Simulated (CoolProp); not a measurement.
Vapour pressure (MPa) of ethylbenzene: the reference equation beside estimates from Tc = 617.1 K, pc = 3.622 MPa, ω = 0.304.

Values from CoolProp's reference Helmholtz-energy equation of state, Zhou 2012.

```json
[
 {"T (K)": "364.6", "reference": "0.02555", "van der Waals": "0.2877", "Redlich-Kwong": "0.06296", "Soave-Redlich-Kwong": "0.02515", "Peng-Robinson": "0.02587"},
 {"T (K)": "378.9", "reference": "0.04140", "van der Waals": "0.3590", "Redlich-Kwong": "0.09409", "Soave-Redlich-Kwong": "0.04090", "Peng-Robinson": "0.04170"},
 {"T (K)": "393.2", "reference": "0.06436", "van der Waals": "0.4414", "Redlich-Kwong": "0.1357", "Soave-Redlich-Kwong": "0.06382", "Peng-Robinson": "0.06459"},
 {"T (K)": "407.5", "reference": "0.09648", "van der Waals": "0.5356", "Redlich-Kwong": "0.1897", "Soave-Redlich-Kwong": "0.09603", "Peng-Robinson": "0.09657"},
 {"T (K)": "421.8", "reference": "0.1401", "van der Waals": "0.6422", "Redlich-Kwong": "0.2581", "Soave-Redlich-Kwong": "0.1399", "Peng-Robinson": "0.1400"},
 {"T (K)": "436.1", "reference": "0.1976", "van der Waals": "0.7620", "Redlich-Kwong": "0.3430", "Soave-Redlich-Kwong": "0.1982", "Peng-Robinson": "0.1974"},
 {"T (K)": "450.4", "reference": "0.2719", "van der Waals": "0.8955", "Redlich-Kwong": "0.4462", "Soave-Redlich-Kwong": "0.2737", "Peng-Robinson": "0.2717"},
 {"T (K)": "464.7", "reference": "0.3659", "van der Waals": "1.043", "Redlich-Kwong": "0.5698", "Soave-Redlich-Kwong": "0.3695", "Peng-Robinson": "0.3659"}
]
```

Absolute difference from the reference over all 8 rows, mean and median: van der Waals 486.6 and 406.8 %, Redlich-Kwong 94.8 and 90.4 %, Soave-Redlich-Kwong 0.8 and 0.8 %, Peng-Robinson 0.3 and 0.1 %.
